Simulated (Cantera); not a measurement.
Cantera with NASA thermochemical tables; ideal gases at 1 bar, condensed phases pure. Values are per mole of reaction as written; species without (g) are pure solids or liquids, kept so even where they would boil at 1 bar. The tables' values for SiF₂ are old estimates.

Q: Between 1875 and 2175 K, where is each reaction favourable under standard conditions?
- 4 NF₃(g) + 3 Si(g) ⇌ 3 SiF₄(g) + 2 N₂(g)
- Si + 2 F(g) ⇌ SiF₂(g)

A: 
- 4 NF₃(g) + 3 Si(g) ⇌ 3 SiF₄(g) + 2 N₂(g): ΔG° is -5060 kJ at 1875 K and -4959 kJ at 2175 K; it stays negative (K > 1). ΔH° is -5692 kJ and ΔS° -337 J/K at 2175 K.
- Si + 2 F(g) ⇌ SiF₂(g): ΔG° is -561 kJ at 1875 K and -520 kJ at 2175 K; it stays negative (K > 1). ΔH° is -822 kJ and ΔS° -139 J/K at 2175 K.
